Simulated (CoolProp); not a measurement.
R365MFC along the isotherm 500 K: fugacity coefficient from the reference equation and from simpler models built on Tc = 460.0 K, pc = 3.266 MPa, ω = 0.377; each cubic takes its own stable root.

Model: reference Helmholtz-energy equation of state, Lemmon 2016, in CoolProp.

| p (MPa) | phase | reference |
|---|---|---|
| 0.0258 | gas | 0.9978 |
| 0.0588 | gas | 0.9950 |
| 0.134 | gas | 0.9886 |
| 0.304 | gas | 0.9743 |
| 0.693 | gas | 0.9420 |
| 1.58 | gas | 0.8709 |
| 3.59 | supercritical | 0.7227 |
| 8.17 | supercritical | 0.4743 |

Problem. How far does each simpler model (Redlich-Kwong, Soave-Redlich-Kwong) lie from the reference over these 8 states: mean and median of the absolute difference, and the worst?

Solution. 
- Redlich-Kwong: mean 0.3 %, median 0.1 %, worst -1.7 % at 500 K and 8.17 MPa
- Soave-Redlich-Kwong: mean 1.4 %, median 0.4 %, worst +5.9 % at 500 K and 8.17 MPa
